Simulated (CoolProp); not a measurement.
Vapour-liquid equilibrium of ethane (1) + CHF3 (R23) (2) at 229 K; x and y are mole fractions of (1).

The numbers come from the multi-fluid Helmholtz-energy mixture model, Bücker 2006 and Penoncello 2003; pair parameters Bell 2016 in CoolProp.

```
x      bubble pressure, mixture model (MPa)  bubble pressure, Raoult's law (MPa)  y, mixture model  y, Raoult's law
-----  ------------------------------------  -----------------------------------  ----------------  ---------------
0.05                                 0.7469                               0.6076             0.204            0.056
0.125                                0.8794                               0.6130             0.346            0.138
0.2                                  0.9502                               0.6185             0.415            0.219
0.275                                0.9873                               0.6240             0.454            0.298
0.35                                  1.006                               0.6295             0.479            0.376
0.425                                 1.016                               0.6349             0.499            0.453
0.5                                   1.020                               0.6404             0.516            0.528
0.575                                 1.019                               0.6459             0.534            0.603
0.65                                  1.011                               0.6513             0.557            0.675
0.725                                0.9929                               0.6568             0.588            0.747
0.8                                  0.9576                               0.6623             0.635            0.818
0.875                                0.8940                               0.6678             0.709            0.887
0.95                                 0.7856                               0.6732             0.841            0.955
```

The largest gap from Raoult's law is +60.0 % in bubble pressure, at x = 0.425. y crosses x between x = 0.5 and 0.575: the model has an azeotrope there.

The pair parameters rest on a limited set of measurements; away from them the model extrapolates. With so large a gap from Raoult's law the liquid may split in two, which this calculation doesn't test in full.
